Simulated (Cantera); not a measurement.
A closed system holds: 1 mol Si2H6, 0.056 mol HCl, 85 mol N2, at 1 atm.

Equilibrium computed with Cantera from the NASA thermochemical tables; the gas is ideal and each condensed phase is pure. Candidate condensed phases: NH4Cl, Si, Si3N4; 28 gas species. The feed counts by its element totals alone. N2 is the only nitrogen source here; it is nearly inert below about 1500 K, so the nitride shown seldom forms there in practice. Rates play no part. All values below are at 1300 K.

Base state: N2 0.965, H2 0.0346, HCl 0.000646 (mole fractions); condensed: Si3N4(s).

### Question
What changes in the equilibrium state with this change: Si2H6 replaced by Si2Cl6?

### Answer
| species | before | after |
|---|---|---|
| N2 | 0.965 | 0.982 |
| SiCl4 | <1e-9 | 0.0170 |
| HCl | 0.000646 | 0.000646 |
| H2 | 0.0346 | 1.13e-6 |
| SiCl3 | <1e-9 | 0.000423 |
| SiCl2 | 2.05e-9 | 6.22e-5 |
| Si3N4(s), mol | 0.667 | 0.163 |
The tables' values for SiCl3 are old estimates; treat these amounts as uncertain.
